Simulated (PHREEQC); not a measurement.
A PHREEQC input (ion-association model, phreeqc.dat):

```
SOLUTION 1
  temp 20
  units mg/kgw
  pH 6.43
  pe 8.5
  Na 238
  K 63
  Ca 252
  Mg 11.4
  Cl 462
  S(6) 115 as SO4
  Alkalinity 588 as HCO3
  Ba 2.75
END
USE solution 4
EQUILIBRIUM_PHASES 1
  CO2(g) -2.5 10
END
```

It stops with these messages:

```
ERROR: Solution 4 not found.
```

The fault: USE names a solution that was never defined. The line should read `USE solution 1` where the input has `USE solution 4`. With the mend the run ends at pH 8.16 and ionic strength 0.0309 mol/kgw.
